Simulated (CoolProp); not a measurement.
The numbers come from the reference Helmholtz-energy equation of state, Lemmon 2022 in CoolProp.

Question: Give the vapour pressure (bar), liquid density (kg/m³), liquid conductivity (mW/(m K)) of saturated R1234yf at 332 K.

Answer: 
```csv
T (K),p (bar),liquid density (kg/m³),liquid conductivity (mW/(m K))
332,16.0,947,53.6
```

Thermal conductivity comes from a separate model (Perkins 2011).
